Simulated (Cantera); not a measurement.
An adiabatic, constant-volume homogeneous reactor starts with 3.64 % CH4, 20.2 % O2, 76.1 % N2, at 1050 K and 4.93 atm.

Computed with Cantera and GRI-Mech 3.0 (53 species, 325 reactions).

Task: Predict: time of steepest temperature rise; temperature at 1.00 s; equilibrium temperature; x(O2) at 1.00 s; x(CO) at 1.00 s; x(CO2) at 1.00 s; x(N2O) at 1.00 s.

Result: 
```
Item                                                                Result
---------------------------------  ---------------------------------------
time of steepest temperature rise                                  53.5 ms
temperature at 1.00 s                                               2046 K
equilibrium temperature                                             2045 K
x(O2) at 1.00 s                        0.126 (gas-phase equilibrium 0.126)
x(CO) at 1.00 s                    6.36e-5 (gas-phase equilibrium 6.28e-5)
x(CO2) at 1.00 s                     0.0363 (gas-phase equilibrium 0.0363)
x(N2O) at 1.00 s                   1.13e-6 (gas-phase equilibrium 1.13e-6)
```
